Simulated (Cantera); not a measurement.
Cantera run:

```python
import numpy as np
import cantera as ct

gas_names = """
    H HNO HNO2 HNO3 HO2 H2 H2O H2O2 N NH NH2 NH3 NH2OH NO NO2 NO3 N2 N2H2 N2H4 N2O O OH O2 O3 Si SiH
    SiH2 SiH3 SiH4 SiN SiO SiO2 Si2 Si2N Si3
""".split()
cond_names = """
    H2O(s) H2O(L) Si(cr) Si(L) SiO2(Lqz) SiO2(hqz) SiO2(L) Si2N2O(s) Si3N4(a)
""".split()


# ... load() reads the species with a 1 bar reference pressure and builds the phases ...
atoms = {
    'Si3N4': {'Si': 3, 'N': 4},
    'H2O': {'H': 2, 'O': 1},
    'H2': {'H': 2},
}
top_T = {'Si2N2O(s)': 2100, 'Si3N4(a)': 2400}  # K; cautious upper limits of use, not melting points


# ... equilibrate(T, P, feed) seeds the gas with the atoms and calls Mixture.equilibrate('TP', solver="vcs", rtol=1e-11, max_steps=5000) ...
results = []
feed = {'Si3N4': 1, 'H2O': 0.025, 'H2': 49}  # mol
P = 890000  # Pa
for T in [1348, 1398, 1448, 1498, 1548, 1598, 1648, 1698, 1748]:
    mix = equilibrate(T, P, feed)
    results.append((T, P, feed, dict(zip(mix.species_names, mix.species_moles))))
    x = sorted(zip(gas.X, gas.species_names), reverse=True)
    print(f"T = {T:g} K  P = {P:g} Pa  gas = {mix.phase_moles(0):.4g} mol")
    print("   x: " + "  ".join(f"{s} {v:.3e}" for v, s in x if v > 0.0001))
    print("   condensed (mol): " + ("  ".join(f"{mix.phase(i).name} {mix.phase_moles(i):.4g}"
          for i in range(1, mix.n_phases) if mix.phase_moles(i) > 1e-12) or "none"))
```

Output:

```
T = 1348 K  P = 890000 Pa  gas = 49.03 mol
   x: H2 9.998e-01  N2 1.641e-04
   condensed (mol): Si2N2O(s) 0.025  Si3N4(a) 0.9833
T = 1398 K  P = 890000 Pa  gas = 49.03 mol
   x: H2 9.998e-01  N2 1.652e-04
   condensed (mol): Si2N2O(s) 0.025  Si3N4(a) 0.9833
T = 1448 K  P = 890000 Pa  gas = 49.03 mol
   x: H2 9.998e-01  N2 1.661e-04
   condensed (mol): Si2N2O(s) 0.025  Si3N4(a) 0.9833
T = 1498 K  P = 890000 Pa  gas = 49.03 mol
   x: H2 9.998e-01  N2 1.671e-04
   condensed (mol): Si2N2O(s) 0.025  Si3N4(a) 0.9833
T = 1548 K  P = 890000 Pa  gas = 49.03 mol
   x: H2 9.998e-01  N2 1.684e-04
   condensed (mol): Si2N2O(s) 0.02499  Si3N4(a) 0.9833
T = 1598 K  P = 890000 Pa  gas = 49.03 mol
   x: H2 9.998e-01  N2 1.708e-04
   condensed (mol): Si2N2O(s) 0.02497  Si3N4(a) 0.9833
T = 1648 K  P = 890000 Pa  gas = 49.03 mol
   x: H2 9.998e-01  N2 1.756e-04
   condensed (mol): Si2N2O(s) 0.0249  Si3N4(a) 0.9832
T = 1698 K  P = 890000 Pa  gas = 49.04 mol
   x: H2 9.997e-01  N2 1.860e-04
   condensed (mol): Si2N2O(s) 0.02468  Si3N4(a) 0.983
T = 1748 K  P = 890000 Pa  gas = 49.05 mol
   x: H2 9.995e-01  N2 4.126e-04
   condensed (mol): Si(L) 0.01611  Si2N2O(s) 0.02421  Si3N4(a) 0.9777
```

Cantera equilibrium calculation (NASA polynomials, part measured and part estimated; ideal gas, pure solids and liquids). Mutual solubility and eutectic melting of coexisting phases are not modelled. Gases not in the tables: Si2H6 and higher silanes.
